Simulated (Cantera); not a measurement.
## SiH₄ + H₂O + H₂ (silicon oxide and oxynitride deposition)

A closed system holds: 1 mol SiH₄, a varied amount of H₂O, 5.4 mol H₂, held at 1225 K and 10.0 mbar.

Equilibrium computed with Cantera from the NASA thermochemical tables; the gas is ideal and each condensed phase is pure. Candidate condensed phases: H₂O, Si, SiO₂; 18 gas species. Mutual solubility and eutectic melting of coexisting phases are not modelled. The tables hold silica as quartz up to 1696 K and as liquid above; real silica turns to tridymite and cristobalite and melts near 1996 K. The numbers say what is thermodynamically allowed, not how fast it happens.

At 1.7 mol H₂O the condensed part is Si(s) + SiO₂(β-quartz). From 2.2 mol H₂O to 18 mol H₂O the condensed part is SiO₂(β-quartz).

```csv
n(H₂O) (mol),x H₂,x H₂O,x SiO,x H,x OH,n Si(s),n SiO₂(β-quartz)
1.7,1.000,8.78e-8,0.000109,3.12e-6,<1e-12,0.150,0.850
2.2,0.979,0.0208,4.48e-10,3.08e-6,5.97e-10,0,1.00
2.9,0.913,0.0874,9.96e-11,2.98e-6,2.59e-9,0,1.00
3.8,0.839,0.161,4.98e-11,2.86e-6,4.98e-9,0,1.00
4.9,0.764,0.236,3.09e-11,2.72e-6,7.65e-9,0,1.00
6.4,0.681,0.319,2.04e-11,2.57e-6,1.10e-8,0,1.00
8.4,0.595,0.405,1.40e-11,2.40e-6,1.49e-8,0,1.00
11,0.511,0.489,9.96e-12,2.23e-6,1.94e-8,0,1.00
14,0.439,0.561,7.47e-12,2.07e-6,2.40e-8,0,1.00
18,0.370,0.630,5.60e-12,1.90e-6,2.94e-8,0,1.00
```
x: gas mole fraction; n: condensed amount in mol.
